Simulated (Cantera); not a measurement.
Input: 1 mol Fe2O3, 16 mol H2, 0.074 mol H2O, at 1877 °C.

Equilibrium computed with Cantera from the NASA thermochemical tables; the gas is ideal and each condensed phase is pure. Candidate condensed phases: Fe, FeO, Fe(OH)2, Fe(OH)3, Fe2O3, Fe3O4, H2O; 12 gas species. Kinetics and transport are ignored.

Q: At 0.100 bar, list the 4 most abundant gas species with their mole fractions, and the condensed phases.

A: H2 0.784, H2O 0.186, Fe 0.0173, H 0.0118. Condensed: Fe(l).
